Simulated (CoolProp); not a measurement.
Properties of R114 at several states.

Values from CoolProp's reference Helmholtz-energy equation of state, Platzer 1990. This equation is an older, rougher fit.

| T (K) | p (kPa) | phase | cv (kJ/(kg K)) | fugacity coefficient |
|---|---|---|---|---|
| 300.3 | 55 | gas | 0.6455 | 0.9844 |
| 499.6 | 47.3 | gas | 0.8161 | 0.9974 |
| 404.1 | 498 | gas | 0.7502 | 0.9432 |
| 475.9 | 55.7 | gas | 0.8006 | 0.9963 |
